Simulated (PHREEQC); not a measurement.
Consider water at 25 °C with 0.18 mol/kgw KOH, 5.8e-06 mol/kgw CO2 and 8.6e-05 mol/kgw (CH3)4NCl. Closed to the air; pH follows from the charge balance.

Model: ion-association model, phreeqc.dat, run in PHREEQC.

Each row changes one thing in this solution. No solid was allowed to form.

| case | pH | HCO3- (mol/kgw) | SI of Sylvite (KCl) |
|---|---|---|---|
| as made | 13.11 | 4.11e-9 | -5.99 |
| KOH from 0.18 to 1.8 mol/kgw | 14.01 | 3.00e-10 | -5.18 |
| CO2 from 5.8e-06 to 2.9e-05 mol/kgw | 13.11 | 2.06e-8 | -5.99 |
| diluted 2-fold with water | 12.84 | 4.51e-9 | -6.54 |
| (CH3)4NCl from 8.6e-05 to 9.46e-05 mol/kgw | 13.11 | 4.11e-9 | … |
| KOH from 0.18 to 0.018 mol/kgw | 12.19 | 5.39e-8 | … |
| diluted 5-fold with water | … | 5.04e-9 | -7.27 |
| (CH3)4NCl replaced by LiCl at the same molality | 13.11 | 4.11e-9 | -5.99 |
| diluted 100-fold with water | 11.23 | 5.72e-9 | -9.75 |

Some entries are withheld; supply them.


- (CH3)4NCl from 8.6e-05 to 9.46e-05 mol/kgw, SI of Sylvite (KCl): -5.95
- KOH from 0.18 to 0.018 mol/kgw, SI of Sylvite (KCl): -6.83
- diluted 5-fold with water, pH: 12.47

The ionic strength passes 0.7 mol/kgw, the rough limit of the ion-association models, in KOH from 0.18 to 1.8 mol/kgw. (CH3)4N+ isn't in the database: it is added as a free cation with an ion size of 4 Å.
